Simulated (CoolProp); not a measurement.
Vapour-liquid equilibrium of n-butane (1) + benzene (2) at 31.65 °C; x and y are mole fractions of (1).

Model: multi-fluid Helmholtz-energy mixture model, Bücker 2006 and Thol 2012; pair parameters Bell 2016, in CoolProp.

| x | bubble pressure, mixture model (MPa) | bubble pressure, Raoult's law (MPa) | y, mixture model | y, Raoult's law |
|---|---|---|---|---|
| 0.05 | 0.03610 | 0.03115 | 0.545 | 0.478 |
| 0.2 | 0.09189 | 0.07323 | 0.844 | 0.813 |
| 0.35 | 0.1410 | 0.1153 | 0.913 | 0.904 |
| 0.5 | 0.1817 | 0.1574 | 0.944 | 0.946 |
| 0.65 | 0.2159 | 0.1995 | 0.962 | 0.970 |
| 0.8 | 0.2482 | 0.2416 | 0.977 | 0.986 |
| 0.95 | 0.2840 | 0.2837 | 0.994 | 0.997 |

The largest gap from Raoult's law is +25.5 % in bubble pressure, at x = 0.2. No azeotrope shows between x = 0.05 and 0.95.

Pair parameters are fitted to limited data, so mixtures are less certain than the pure fluids.
